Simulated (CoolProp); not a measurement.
Computed with CoolProp (reference Helmholtz-energy equation of state, Jacobsen 1992).

Question: For R11, give the phase and the density (kg/m³), isothermal compressibility (1/MPa) at 294.6 K and 7.57 bar.

Answer: 
- 294.6 K and 7.57 bar: liquid; density 1490, isothermal compressibility 0.00177
